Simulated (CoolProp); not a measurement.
Saturation properties of toluene (Tc = 591.7 K, pc = 4.126 MPa, ω = 0.266).

Values from CoolProp's reference Helmholtz-energy equation of state, Lemmon 2006. It is a short technical equation, of lower accuracy than the large ones.

```
T (K)   p (MPa)  vapour density (kg/m³)  surface tension (mN/m)  liquid viscosity (µPa s)
-----  --------  ----------------------  ----------------------  ------------------------
288.8  0.002300                 0.08849                    29.1                       620
319.7   0.01059                  0.3699                    25.3                       434
350.7   0.03569                   1.150                    21.6                       324
381.6   0.09530                   2.879                    18.1                       253
412.5    0.2147                   6.193                    14.8                       203
443.5    0.4267                   11.98                    11.6                       166
474.4    0.7669                   21.48                    8.54                       137
505.3     1.279                   36.84                    5.76                       112
```

It boils at 383.7 K under 1 atm.

Viscosity comes from a separate model (Avgeri 2015). Surface tension comes from a separate correlation (Mulero 2012).
